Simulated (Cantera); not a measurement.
**Equilibrium for sublimation and decomposition of ceramics: ZrN + N2**

A closed system holds: 1 mol ZrN, 2.2 mol N2, equilibrated at 0.0660 Torr.

Cantera equilibrium calculation (NASA polynomials, part measured and part estimated; ideal gas, pure solids and liquids). Candidate condensed phases: Zr, ZrN; 4 gas species. ZrN: taken at fixed stoichiometry. Rates play no part.

```json
[
 {"T (K)": "2323", "x N2": "1.000", "x Zr": "0.000156", "x N": "5.34e-6", "x ZrN": "1.27e-11", "n ZrN(s)": "1.000"},
 {"T (K)": "2373", "x N2": "1.000", "x Zr": "0.000441", "x N": "9.03e-6", "x ZrN": "3.97e-11", "n ZrN(s)": "0.999"},
 {"T (K)": "2423", "x N2": "0.999", "x Zr": "0.00120", "x N": "1.49e-5", "x ZrN": "1.18e-10", "n ZrN(s)": "0.997"},
 {"T (K)": "2473", "x N2": "0.997", "x Zr": "0.00312", "x N": "2.42e-5", "x ZrN": "3.34e-10", "n ZrN(s)": "0.993"},
 {"T (K)": "2523", "x N2": "0.992", "x Zr": "0.00782", "x N": "3.83e-5", "x ZrN": "9.10e-10", "n ZrN(s)": "0.983"},
 {"T (K)": "2573", "x N2": "0.981", "x Zr": "0.0190", "x N": "5.95e-5", "x ZrN": "2.38e-9", "n ZrN(s)": "0.957"},
 {"T (K)": "2623", "x N2": "0.955", "x Zr": "0.0449", "x N": "9.02e-5", "x ZrN": "5.98e-9", "n ZrN(s)": "0.894"},
 {"T (K)": "2673", "x N2": "0.895", "x Zr": "0.105", "x N": "0.000132", "x ZrN": "1.45e-8", "n ZrN(s)": "0.727"},
 {"T (K)": "2723", "x N2": "0.749", "x Zr": "0.250", "x N": "0.000180", "x ZrN": "3.41e-8", "n ZrN(s)": "0.118"},
 {"T (K)": "2773", "x N2": "0.730", "x Zr": "0.270", "x N": "0.000260", "x ZrN": "3.87e-8", "n ZrN(s)": "0"},
 {"T (K)": "2823", "x N2": "0.729", "x Zr": "0.270", "x N": "0.000377", "x ZrN": "4.13e-8", "n ZrN(s)": "0"},
 {"T (K)": "2873", "x N2": "0.729", "x Zr": "0.270", "x N": "0.000539", "x ZrN": "4.39e-8", "n ZrN(s)": "0"},
 {"T (K)": "2923", "x N2": "0.729", "x Zr": "0.270", "x N": "0.000762", "x ZrN": "4.65e-8", "n ZrN(s)": "0"},
 {"T (K)": "2973", "x N2": "0.729", "x Zr": "0.270", "x N": "0.00106", "x ZrN": "4.91e-8", "n ZrN(s)": "0"}
]
```
x: gas mole fraction; n: condensed amount in mol.

From 2323 K to 2723 K the condensed part is ZrN(s). From 2773 K to 2973 K nothing is condensed. The main Zr-bearing gas is Zr throughout.
